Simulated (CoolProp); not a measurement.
Properties of nitrous oxide along the isotherm 264.3 K.

Computed with CoolProp (reference Helmholtz-energy equation of state, Lemmon 2006). It is a short technical equation, of lower accuracy than the large ones.

| p (kPa) | phase | cp (kJ/(kg K)) | isothermal compressibility (1/MPa) | fugacity coefficient |
|---|---|---|---|---|
| 115 | gas | 0.8513 | 8.776 | 0.9910 |
| 261 | gas | 0.8665 | 3.914 | 0.9796 |
| 593 | gas | 0.9069 | 1.776 | 0.9537 |
| 1350 | gas | 1.041 | 0.8514 | 0.8949 |
| 3070 | liquid | 2.093 | 0.006116 | 0.6576 |
| 6990 | liquid | 1.979 | 0.004927 | 0.3133 |
| 15900 | liquid | 1.833 | 0.003488 | 0.1649 |
| 36200 | liquid | 1.684 | 0.002162 | 0.1070 |
